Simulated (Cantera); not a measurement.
## Transport properties of process gases

Gas mixture: 33.9 % C₂H₄, 17.8 % H₂O, 48.3 % N₂, at 20.0 Torr, frozen composition.

Cantera's kinetic-theory transport with the Lennard-Jones parameters of GRI-Mech 3.0, ideal gas; thermal conductivity in the mixture-averaged form. Polar gases are described roughly by these parameters. The composition is frozen, though it would react at the higher temperatures.

```csv
T (K),ρ (kg/m³),cp (J/kg/K),μ (µPa s),λ (mW/m/K),Pr,D (cm²/s) CH₄,D (cm²/s) H₂,D (cm²/s) N₂
400,0.0210,1452,17.3,33.8,0.744,13.1,45.6,11.6
500,0.0168,1588,20.9,43.6,0.759,19.5,66.8,17.4
600,0.0140,1716,24.1,53.6,0.773,27.0,91.0,24.0
700,0.0120,1828,27.2,63.6,0.782,35.3,118,31.5
800,0.0105,1924,30.1,73.6,0.788,44.4,148,39.7
900,0.00935,2009,32.9,83.4,0.793,54.3,180,48.6
1000,0.00842,2098,35.6,93.1,0.801,65.0,214,58.1
1100,0.00765,2168,38.1,103,0.805,76.4,251,68.4
```
D: mixture-averaged diffusion coefficient of that species in the mixture.
